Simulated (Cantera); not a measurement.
An isothermal, constant-pressure homogeneous reactor starts with 18.2 % NH₃, 81.8 % N₂, at 1648 K and 0.128 atm.

Computed with Cantera and the gas-phase N/H chemistry of the illustrative SiF4/NH3 mechanism in the Surface Chemkin manual (1991). Walls and surfaces, which speed up NH3 decomposition in real reactors, are not modelled.

x: mole fraction; the columns are a selection and need not sum to one.

```json
[
 {"t (s)": "3.00e-5", "x NH₃": "0.182", "x NH₂": "1.30e-7", "x H₂": "6.03e-8", "x N₂H₂": "<1e-12", "x H": "9.73e-9", "x NH": "<1e-12", "x N₂H₄": "<1e-12"},
 {"t (s)": "0.000104", "x NH₃": "0.182", "x NH₂": "4.76e-7", "x H₂": "2.33e-7", "x N₂H₂": "2.40e-12", "x H": "9.73e-9", "x NH": "6.52e-12", "x N₂H₄": "<1e-12"},
 {"t (s)": "0.000360", "x NH₃": "0.182", "x NH₂": "1.67e-6", "x H₂": "8.32e-7", "x N₂H₂": "5.26e-11", "x H": "9.74e-9", "x NH": "1.18e-10", "x N₂H₄": "5.23e-12"},
 {"t (s)": "0.00125", "x NH₃": "0.182", "x NH₂": "5.81e-6", "x H₂": "2.92e-6", "x N₂H₂": "8.00e-10", "x H": "9.90e-9", "x NH": "[?]", "x N₂H₄": "6.64e-11"},
 {"t (s)": "0.00433", "x NH₃": "0.182", "x NH₂": "2.01e-5", "x H₂": "1.10e-5", "x N₂H₂": "1.12e-8", "x H": "1.22e-8", "x NH": "[?]", "x N₂H₄": "8.02e-10"},
 {"t (s)": "0.0150", "x NH₃": "0.182", "x NH₂": "6.45e-5", "x H₂": "7.50e-5", "x N₂H₂": "1.32e-7", "x H": "4.36e-8", "x NH": "[?]", "x N₂H₄": "8.29e-9"},
 {"t (s)": "0.0520", "x NH₃": "0.181", "x NH₂": "0.000101", "x H₂": "0.000756", "x N₂H₂": "3.42e-7", "x H": "2.39e-7", "x NH": "[?]", "x N₂H₄": "2.04e-8"},
 {"t (s)": "0.180", "x NH₃": "0.179", "x NH₂": "9.68e-5", "x H₂": "0.00351", "x N₂H₂": "3.40e-7", "x H": "8.40e-7", "x NH": "[?]", "x N₂H₄": "1.87e-8"},
 {"t (s)": "0.624", "x NH₃": "0.172", "x NH₂": "8.73e-5", "x H₂": "0.0128", "x N₂H₂": "3.17e-7", "x H": "2.70e-6", "x NH": "[?]", "x N₂H₄": "1.52e-8"},
 {"t (s)": "2.16", "x NH₃": "0.150", "x NH₂": "7.32e-5", "x H₂": "0.0406", "x N₂H₂": "2.51e-7", "x H": "8.13e-6", "x NH": "[?]", "x N₂H₄": "1.07e-8"},
 {"t (s)": "7.49", "x NH₃": "0.0996", "x NH₂": "5.15e-5", "x H₂": "0.104", "x N₂H₂": "1.33e-7", "x H": "2.20e-5", "x NH": "[?]", "x N₂H₄": "5.29e-9"},
 {"t (s)": "26.0", "x NH₃": "0.0360", "x NH₂": "2.34e-5", "x H₂": "0.185", "x N₂H₂": "3.02e-8", "x H": "4.88e-5", "x NH": "[?]", "x N₂H₄": "1.09e-9"},
 {"t (s)": "90.0", "x NH₃": "0.00535", "x NH₂": "5.16e-6", "x H₂": "0.224", "x N₂H₂": "1.82e-9", "x H": "8.80e-5", "x NH": "[?]", "x N₂H₄": "5.30e-11"}
]
```

**Question.** Fill in the missing entries.

**Answer.** 
- 0.00125, x NH: 2.40e-9
- 0.00433, x NH: 3.31e-8
- 0.0150, x NH: 2.11e-7
- 0.0520, x NH: 4.24e-7
- 0.180, x NH: 5.25e-7
- 0.624, x NH: 6.84e-7
- 2.16, x NH: 7.69e-7
- 7.49, x NH: 6.67e-7
- 26.0, x NH: 4.00e-7
- 90.0, x NH: 1.34e-7
